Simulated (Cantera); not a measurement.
Input: 1 mol Fe₂O₃, 4.2 mol CH₄, 2.6 mol H₂, 0.65 mol CO, held at 2525 K and 0.410 bar.

Method: chemical equilibrium by Gibbs-energy minimisation in Cantera with the NASA 1993 tables (ideal gas, pure condensed phases). Candidate condensed phases: C, C₆H₆, C₇H₈, C₈H₁₈, Fe, Fe(CO)₅, FeO, Fe(OH)₂, Fe(OH)₃, Fe₂O₃, Fe₃O₄, H₂O; 114 gas species. Iron dissolves carbon and melts from about 1420 K in contact with it, which pure phases cannot show. Condensed phases not in the tables: cementite and carbon dissolved in iron. The numbers say what is thermodynamically allowed, not how fast it happens.

Base state: H₂ 0.646, CO 0.223, Fe 0.0886, H 0.0352, C₂H₂ (acetylene) 0.00775, C₄H₂ 3.85e-5, C₂H 3.20e-5, CH₄ 2.46e-5 (mole fractions); condensed: C(graphite) + Fe(l).

Q: What changes in the equilibrium state with this change: temperature from 2525 K to 2550 K?

A: 
```tsv
species	before	after
H₂	0.646	0.630
CO	0.223	0.218
Fe	0.0886	0.105
H	0.0352	0.0387
C₂H	3.20e-5	4.10e-5
C₄H₂	3.85e-5	4.61e-5
C(graphite), mol	0.941	0.914
Fe(l), mol	0.548	0.246
```
